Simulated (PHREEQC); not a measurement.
A solution holds 0.037 mol/kgw HF and 0.0013 mol/kgw Na2HPO4, at 25 °C. Closed to the air; pH follows from the charge balance.

The numbers come from PHREEQC with the ion-association model, wateq4f.dat.

Each row changes one thing in this solution. No solid was allowed to form.

| case | pH | ionic strength (mol/kgw) | H2PO4- (mol/kgw) | HPO4-2 (mol/kgw) |
|---|---|---|---|---|
| as made | 2.43 | 0.00664 | 0.000863 | 1.84e-8 |
| diluted 5-fold with water | 2.76 | 0.00233 | 0.000209 | [?] |
| Na2HPO4 from 0.0013 to 0.0065 mol/kgw | 2.71 | 0.0151 | 0.00518 | 2.38e-7 |
| diluted 100-fold with water | 3.60 | 0.000282 | 1.25e-5 | 3.28e-9 |
| Na2HPO4 from 0.0013 to 0.00143 mol/kgw | 2.44 | 0.00683 | 0.000955 | 2.09e-8 |
| HF left out | 9.08 | 0.00388 | 1.40e-5 | 0.00128 |
| HF from 0.037 to 0.0185 mol/kgw | 2.62 | 0.00516 | 0.000980 | [?] |

What belongs in the gaps?


- diluted 5-fold with water, HPO4-2 (mol/kgw): 8.83e-9
- HF from 0.037 to 0.0185 mol/kgw, HPO4-2 (mol/kgw): 3.19e-8

Complexes and solids missing from the database can't appear. wateq4f.dat counts part of the HF as a dimer, H2F2, which phreeqc.dat doesn't know; its constant is uncertain. H3PO4, which wateq4f.dat lacks, is added to it with the constant of phreeqc.dat.
